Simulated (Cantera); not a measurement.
# Transport properties of process gases

Gas mixture: 100 % O₂, at 1.50 bar, frozen composition.

Cantera's kinetic-theory transport with the Lennard-Jones parameters of GRI-Mech 3.0, ideal gas; thermal conductivity in the multicomponent form.

```json
[
 {"T (K)": "400", "ρ (kg/m³)": "1.44", "cp (J/kg/K)": "941.4", "μ (µPa s)": "25.6", "λ (mW/m/K)": "33.9", "Pr": "0.712", "D (cm²/s) NH₃": "0.260", "D (cm²/s) CH₄": "0.255", "D (cm²/s) N₂": "0.233"},
 {"T (K)": "650", "ρ (kg/m³)": "0.888", "cp (J/kg/K)": "1017", "μ (µPa s)": "36.0", "λ (mW/m/K)": "51.6", "Pr": "0.710", "D (cm²/s) NH₃": "0.633", "D (cm²/s) CH₄": "0.588", "D (cm²/s) N₂": "0.534"},
 {"T (K)": "900", "ρ (kg/m³)": "0.641", "cp (J/kg/K)": "1074", "μ (µPa s)": "44.7", "λ (mW/m/K)": "67.7", "Pr": "0.709", "D (cm²/s) NH₃": "1.12", "D (cm²/s) CH₄": "1.02", "D (cm²/s) N₂": "0.923"},
 {"T (K)": "1150", "ρ (kg/m³)": "0.502", "cp (J/kg/K)": "1109", "μ (µPa s)": "52.5", "λ (mW/m/K)": "82.1", "Pr": "0.709", "D (cm²/s) NH₃": "1.71", "D (cm²/s) CH₄": "1.54", "D (cm²/s) N₂": "1.39"},
 {"T (K)": "1400", "ρ (kg/m³)": "0.412", "cp (J/kg/K)": "1134", "μ (µPa s)": "59.7", "λ (mW/m/K)": "95.6", "Pr": "0.708", "D (cm²/s) NH₃": "2.40", "D (cm²/s) CH₄": "2.13", "D (cm²/s) N₂": "1.93"},
 {"T (K)": "1650", "ρ (kg/m³)": "0.350", "cp (J/kg/K)": "1155", "μ (µPa s)": "66.4", "λ (mW/m/K)": "108", "Pr": "0.708", "D (cm²/s) NH₃": "3.16", "D (cm²/s) CH₄": "2.80", "D (cm²/s) N₂": "2.53"}
]
```
D: mixture-averaged diffusion coefficient of that species in the mixture.
